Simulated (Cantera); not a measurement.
An isothermal, constant-pressure homogeneous reactor starts with N₂O : H₂ : N₂ = 1 : 0.0013 : 1.1 (molar parts), at 1400 K and 100000 Pa.

Cantera simulation using GRI-Mech 3.0 (53 species, 325 reactions); the numbers are that mechanism's predictions, not measurements. GRI-Mech 3.0 was tuned for natural gas; its chemistry of N2O as a main component is partial and can be far from experiment. The temperature is held fixed by assumption; the heat of reaction is taken as removed at once.

Problem. Predict: x(N₂O) at 30.0 s; x(OH) at 30.0 s; x(O₂) at 30.0 s; x(H₂O) at 30.0 s.

Solution. 
```
Property                                              Value
----------------  -----------------------------------------
x(N₂O) at 30.0 s    1.01e-6 (gas-phase equilibrium 4.52e-8)
x(OH) at 30.0 s     2.05e-6 (gas-phase equilibrium 2.13e-6)
x(O₂) at 30.0 s         0.163 (gas-phase equilibrium 0.192)
x(H₂O) at 30.0 s  0.000499 (gas-phase equilibrium 0.000499)
```
